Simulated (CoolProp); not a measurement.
The fluid at 264.22 K and 0.0493 MPa is compressed adiabatically to 0.372 MPa with isentropic efficiency 0.8. The same conditions are run with several fluids, on thermodynamics alone (safety and materials aside).

Values from CoolProp's reference Helmholtz-energy equation of state of each fluid (hydrogen sulfide: Lemmon 2006; carbonyl sulfide: Lemmon 2006; oxygen: Schmidt 1985; ethane: Bücker 2006).

| fluid | work (kJ/kg) | final temperature (K) | final density (kg/m³) |
|---|---|---|---|
| hydrogen sulfide | 209 | ___ | 3.28 |
| carbonyl sulfide | 113 | ___ | ___ |
| oxygen | 234 | ___ | ___ |
| ethane | 216 | 382.6 | ___ |

Task: Complete the blanks.

Result: 
- hydrogen sulfide, final temperature (K): 468.4
- carbonyl sulfide, final temperature (K): 422.1
- carbonyl sulfide, final density (kg/m³): 6.46
- oxygen, final temperature (K): 512.8
- oxygen, final density (kg/m³): 2.79
- ethane, final density (kg/m³): 3.56

Above 300 K oxygen's equation is extrapolated.
